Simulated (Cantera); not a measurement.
An isothermal, constant-pressure homogeneous reactor starts with 0.476 % CO, 8.37 % O₂, 3.00 % H₂O, 88.2 % N₂, equivalence ratio 0.028, at 1373 K and 2.86 atm.

Model: GRI-Mech 3.0 (53 species, 325 reactions), integrated in Cantera.

x: mole fraction; the columns are a selection and need not sum to one.

```csv
t (s),x CO,x O₂,x H₂O,x N₂O,x NO
2.00e-5,0.00476,0.0837,0.0300,<1e-12,<1e-12
7.17e-5,0.00476,0.0837,0.0300,1.18e-11,<1e-12
0.000257,0.00473,0.0837,0.0300,2.26e-9,2.64e-12
0.000921,(withheld),0.0823,0.0299,4.06e-7,1.14e-8
0.00330,(withheld),0.0816,0.0300,7.80e-7,2.65e-8
0.0118,(withheld),0.0816,0.0300,8.23e-7,3.36e-8
0.0424,(withheld),0.0816,0.0300,5.61e-7,3.63e-8
0.152,6.38e-9,0.0816,0.0300,1.44e-7,3.75e-8
0.545,6.02e-9,0.0816,0.0300,4.78e-8,3.85e-8
1.95,6.02e-9,0.0816,0.0300,4.76e-8,4.13e-8
7.00,6.02e-9,0.0816,0.0300,4.76e-8,5.13e-8
```

### Question
Some entries are withheld; supply them.

### Answer

- 0.000921, x CO: 0.00182
- 0.00330, x CO: 0.000224
- 0.0118, x CO: 1.52e-5
- 0.0424, x CO: 4.97e-7
